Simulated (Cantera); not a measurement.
A closed system holds: 1 mol Si2H6, 0.27 mol N2O, 0.92 mol H2, equilibrated at 1798 K and 1.65 Torr.

Cantera equilibrium calculation (NASA polynomials, part measured and part estimated; ideal gas, pure solids and liquids). Candidate condensed phases: H2O, Si, SiO2, Si2N2O, Si3N4; 35 gas species. The feed counts by its element totals alone. Gases not in the tables: Si2H6 and higher silanes. The numbers say what is thermodynamically allowed, not how fast it happens.

Base state: H2 0.871, SiO 0.0602, N2 0.0602, H 0.00701, Si 0.00140, SiH 7.04e-5, SiH2 2.57e-5, Si2N 1.16e-5 (mole fractions); condensed: Si(l).

Problem. What changes in the equilibrium state with this change: pressure from 1.65 Torr to 10.0 Torr?

Solution. 
```tsv
species	before	after
H2	0.871	0.876
SiO	0.0602	0.0604
N2	0.0602	0.0604
H	0.00701	0.00285
Si	0.00140	0.000231
Si2N	1.16e-5	4.71e-6
SiH	7.04e-5	2.87e-5
SiH2	2.57e-5	2.59e-5
Si(l), mol	1.72	1.73
```
